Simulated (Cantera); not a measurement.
A jet of CH4 : O2 : N2 = 0.029 : 0.13 : 0.79 (molar parts), equivalence ratio 0.45 at 300 K and 0.150 bar hits a platinum plate 2.8 cm away at a mass flux of 0.049 kg/m²/s; the plate temperature is set and raised in steps from an oxygen-covered start.

Cantera simulation using Deutschmann's 1995 Pt surface mechanism with GRI-Mech 3.0 gas chemistry; the numbers are that mechanism's predictions, not measurements. Catalytic surfaces can have several steady states; this one follows from the mechanism file's or the stated starting coverage.

One state of this run: wall x CH4 = 0.00835; wall x O2 = 0.0898; wall x H2O = 0.0411; wall x OH = 5.16e-7; wall x CO = 7.36e-6; wall x CO2 = 0.0271; θ free Pt = 0.377; θ O* = 0.621; θ OH* = 0.00145. x: mole fraction at the wall; θ: surface coverage.

Problem. Which value of plate T (K) does it belong to?
A) 1150
B) 1200
C) 1050
D) 1100

Solution. C, 1050
